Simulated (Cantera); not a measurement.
A Cantera script and what it prints.

```python
import numpy as np
import cantera as ct

gas_names = """
    B BH BH2 BH3 BO BO2 B2 B2O B2O2 B2O3 B3O3H3 H HBO HBO2 HO2 H2 H2O H2O2 H3B3O6 O OH O2 O3
""".split()
cond_names = """
    B(b) B(L) B2O3(L) B3O3H3(cr) H2O(s) H2O(L)
""".split()


# ... load() reads the species with a 1 bar reference pressure and builds the phases ...
atoms = {
    'B2H6': {'B': 2, 'H': 6},
    'H2O': {'H': 2, 'O': 1},
    'H2': {'H': 2},
}
top_T = {}  # K; cautious upper limits of use, not melting points


# ... equilibrate(T, P, feed) seeds the gas with the atoms and calls Mixture.equilibrate('TP', solver="vcs", rtol=1e-11, max_steps=5000) ...
results = []
feed = {'B2H6': 1, 'H2O': 0.08, 'H2': 11}  # mol
P = 100000  # Pa
for T in [1300, 1350, 1400, 1450, 1500, 1550, 1600, 1650]:
    mix = equilibrate(T, P, feed)
    results.append((T, P, feed, dict(zip(mix.species_names, mix.species_moles))))

top = {s: max(r[3][s] / sum(r[3][g] for g in gas_names) for r in results) for s in gas_names}
cols = sorted((s for s in top if top[s] > 0.0001), key=lambda s: -top[s])[:6]
seen = [c for c in cond_names if any(r[3].get(c, 0) > 1e-12 for r in results)]
print("log10 of partial pressures in bar; condensed amounts in mol")
print(f"{'T/K':>10s}" + "".join(f"{s[:9]:>10s}" for s in cols + seen))
for T, P, feed, n in results:
    ng = sum(n[g] for g in gas_names)
    print(f"{T:10.4g}" + "".join(f"{np.log10(max(n[s] / ng * P / 1e5, 1e-99)):10.3f}" for s in cols)
          + "".join(f"{n.get(c, 0):10.4g}" for c in seen))
```

It prints:

```
log10 of partial pressures in bar; condensed amounts in mol
       T/K        H2       HBO    B3O3H3      B2O2      B(b)
      1300    -0.001    -3.733    -2.737    -6.319      1.92
      1350    -0.001    -3.433    -2.753    -5.797      1.92
      1400    -0.001    -3.160    -2.781    -5.321      1.92
      1450    -0.001    -2.915    -2.834    -4.896      1.92
      1500    -0.001    -2.701    -2.926    -4.529      1.92
      1550    -0.002    -2.526    -3.086    -4.235      1.92
      1600    -0.002    -2.399    -3.347    -4.034     1.921
      1650    -0.002    -2.326    -3.728    -3.936      1.92
```

Method: chemical equilibrium by Gibbs-energy minimisation in Cantera with the NASA 1993 tables (ideal gas, pure condensed phases). The feed counts by its element totals alone. The tables' values for BH2 are old estimates; treat these amounts as uncertain. Gases not in the tables: B2H6 and higher boranes.
